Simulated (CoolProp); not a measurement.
Model: reference Helmholtz-energy equation of state, de Reuck 1993, in CoolProp.

### Question
Give the vapour pressure (kPa), liquid density (kg/m³), liquid conductivity (mW/(m K)) of saturated methanol at 72.45, 84.75, 109.35 °C.

### Answer
```tsv
T (°C)	p (kPa)	liquid density (kg/m³)	liquid conductivity (mW/(m K))
72.45	138	740	191
84.75	214	728	189
109.35	471	700	184
```

Thermal conductivity comes from a separate model (Sykioti 2013).
